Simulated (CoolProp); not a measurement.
c-C4F8 (RC318) along the isobar 29.4 bar: fugacity coefficient from the reference equation and from simpler models built on Tc = 388.4 K, pc = 27.78 bar, ω = 0.355; each cubic takes its own stable root.

Values from CoolProp's reference Helmholtz-energy equation of state, Platzer 1990. This equation is an older, rougher fit; its heat capacities, sound speeds and derivatives of the liquid may be far off and weren't checked against measurements.

```
T (K)          phase  reference  van der Waals  Redlich-Kwong
-----  -------------  ---------  -------------  -------------
255.1         liquid    0.02324         0.1518        0.05317
274           liquid    0.05023         0.2087        0.09530
292.8         liquid    0.09480         0.2737         0.1538
311.7         liquid     0.1614         0.3462         0.2294
330.5         liquid     0.2509         0.4237         0.3194
349.3         liquid     0.3627         0.5044         0.4206
368.2         liquid     0.4925         0.5861         0.5282
387           liquid     0.6280         0.6632         0.6317
405.8  supercritical     0.7082         0.7159         0.6961
424.7  supercritical     0.7560         0.7499         0.7373
443.5  supercritical     0.7932         0.7775         0.7704
462.3  supercritical     0.8237         0.8008         0.7981
481.2  supercritical     0.8494         0.8210         0.8217
500    supercritical     0.8710         0.8384         0.8419
```
